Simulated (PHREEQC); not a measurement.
Consider water at 60 °C with 0.028 mol/kgw HF, 0.0059 mol/kgw NH4HF2 and 0.011 mol/kgw (NH4)2SiF6. Closed to the air; pH follows from the charge balance.

Equilibrium calculation in PHREEQC: ion-association model, phreeqc.dat.

Problem. The ionic strength comes out as 0.0411 mol/kgw. What activity coefficients do H+, SiF6-2, HF2-, NH4+, F- get?

Solution. H+ 0.85, SiF6-2 0.47, HF2- 0.82, NH4+ 0.80, F- 0.81.

This is a speciation only: nothing precipitates in the calculation. Away from 25 °C the constants follow the database's enthalpies or fits; those with neither stay at their 25 °C values. SiF6-2 is the database's only silicon fluoride.
